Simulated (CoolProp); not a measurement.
A closed Brayton cycle with dry air: compressor inlet 310.15 K and 6.1 MPa, high pressure 19.6 MPa, turbine inlet 750 K, compressor efficiency 0.85, turbine efficiency 0.93, recuperator effectiveness 0.95 (on enthalpy, no pinch check). Each further row changes one setting.

The numbers come from the reference Helmholtz-energy equation of state, Lemmon 2000 in CoolProp. It is a pseudo-pure fit of the blend.

```
case                           thermal efficiency (%)  net work (kJ/kg)  compressor to turbine work  compressor exit (K)  turbine exit (K)
-----------------------------  ----------------------  ----------------  --------------------------  -------------------  ----------------
as stated                                        26.9              59.4                        0.72                456.1             560.3
turbine inlet 700 K                                 …                 …                        0.77                456.1             521.2
compressor inlet 320.15 K                           …              54.2                        0.74                    …             560.3
high pressure 16.7 MPa                              …              58.2                           …                    …             583.4
recuperator effectiveness 0.5                       …              59.4                        0.72                456.1             560.3
```

**Question.** What belongs in the gaps?

**Answer.** 
- turbine inlet 700 K, thermal efficiency (%): 22.1
- turbine inlet 700 K, net work (kJ/kg): 45.2
- compressor inlet 320.15 K, thermal efficiency (%): 24.7
- compressor inlet 320.15 K, compressor exit (K): 470.5
- high pressure 16.7 MPa, thermal efficiency (%): 29.5
- high pressure 16.7 MPa, compressor to turbine work: 0.68
- high pressure 16.7 MPa, compressor exit (K): 433.1
- recuperator effectiveness 0.5, thermal efficiency (%): 22.0
